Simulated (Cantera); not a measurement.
Feed: 1 mol n-butane, 26 mol H₂, 0.13 mol NH₃, held at 0.540 Torr.

Method: chemical equilibrium by Gibbs-energy minimisation in Cantera with the NASA 1993 tables (ideal gas, pure condensed phases). Candidate condensed phases: C, C₆H₆, C₇H₈, C₈H₁₈; 92 gas species. Equilibrium is a limit: real reactors are often held back by kinetics, nucleation or transport.

### Question
What share of the C ends up in condensed phases as a function of T (°C), at 1452, 1502, 1552, 1602, 1652, 1702, 1752, 1802, 1852, 1902, 1952, 2002?

### Answer
```csv
T (°C),C condensed (%),as
1452,99.7,C(graphite)
1502,99.6,C(graphite)
1552,99.4,C(graphite)
1602,99.2,C(graphite)
1652,98.9,C(graphite)
1702,98.6,C(graphite)
1752,98.1,C(graphite)
1802,97.5,C(graphite)
1852,96.8,C(graphite)
1902,95.9,C(graphite)
1952,94.9,C(graphite)
2002,93.8,C(graphite)
```
